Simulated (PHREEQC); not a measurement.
Metal-bearing waste water: speciation

Consider water at 25 °C with 0.11 mol FeSO4, 0.035 mol MgSO4 and 0.0015 mol HCl per kg of water. Closed to the air; pH follows from the charge balance.

All values are PHREEQC results (ion-association model, wateq4f.dat), not measurements.

This is a speciation only: nothing precipitates in the calculation.

Q: What pH, ionic strength does the model give?

A: pH 3.46; ionic strength 0.293 mol/kgw.

Q: In which forms is S present?

A: SO4-2 50 %, FeSO4 36 %, MgSO4 14 %, HSO4- 0.6 % of the S.
